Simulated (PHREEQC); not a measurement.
Model water analysis in mg/L, 20 °C, pH 1.82, pe 10.5: Na 79.8; K 41.1; Ca 168; Mg 28.4; Cl 97.3; S(6) as SO4 2080; Zn 0.53; Cu(2) 0.292; Mn(2) 0.31; B 2.26.

Valence states are taken as typed.

Model: ion-association model, wateq4f.dat, run in PHREEQC.

This is a speciation only: nothing precipitates in the calculation.

Order these Mn species by the share of Mn that they hold, largest first: MnSO4, Mn+2, MnCl+.

Mn+2 (70 %), MnSO4 (29 %), MnCl+ (0.38 %)

The pH is 1.82 and the ionic strength 0.0462 mol/kgw.
